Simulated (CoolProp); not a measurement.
Vapour-liquid equilibrium of propane (1) + sulfur dioxide (2) at 1.36 MPa; x and y are mole fractions of (1).

The numbers come from the multi-fluid Helmholtz-energy mixture model, Lemmon 2009 and Gao 2016; pair parameters Bell 2016 in CoolProp.

Problem. Give the bubble temperature and the first vapour's composition at x = 0.125, 0.35, 0.875. Is there an azeotrope?

Solution. x = 0.125: 314.4 K, y = 0.521; x = 0.35: 307.9 K, y = 0.620; x = 0.875: 308.2 K, y = 0.819. y crosses x between x = 0.65 and 0.725: the model has an azeotrope there.

Pair parameters are fitted to limited data, so mixtures are less certain than the pure fluids. With so large a gap from Raoult's law the liquid may split in two, which this calculation doesn't test in full.
